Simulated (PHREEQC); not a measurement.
Consider water at 3.1 °C with 0.0045 mol NiSO4, 0.0031 mol NaCl and 0.049 mol H2SO4 per kg of water. Closed to the air; pH follows from the charge balance.

Model: ion-association model, wateq4f.dat, run in PHREEQC.

This is a speciation only: nothing precipitates in the calculation.

Question: What pH does the model give?

Answer: pH 1.26.

Question: In which forms is Ni present?

Answer: Ni+2 69 %, NiSO4 31 % of the Ni.

Complexes and solids missing from the database can't appear. Constants without temperature data keep their 25 °C values here.
